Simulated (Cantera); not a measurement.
An adiabatic, constant-pressure homogeneous reactor starts with 4.03 % C3H8, 20.2 % O2, 75.8 % N2, equivalence ratio 1.0, at 1148 K and 1.00 atm.

Computed with Cantera and GRI-Mech 3.0 (53 species, 325 reactions). GRI-Mech 3.0 was tuned for natural gas; its chemistry of propane as a main component is partial and can be far from experiment.

### Question
Predict: time of steepest temperature rise; temperature at 3.00 s; equilibrium temperature; x(O2) at 3.00 s; x(HO2) at 3.00 s; x(O) at 3.00 s.

### Answer
| Item | Result |
|---|---|
| time of steepest temperature rise | 18.7 ms |
| temperature at 3.00 s | 2627 K |
| equilibrium temperature | 2627 K |
| x(O2) at 3.00 s | 0.0172 (gas-phase equilibrium 0.0172) |
| x(HO2) at 3.00 s | 3.43e-6 (gas-phase equilibrium 3.43e-6) |
| x(O) at 3.00 s | 0.00344 (gas-phase equilibrium 0.00344) |
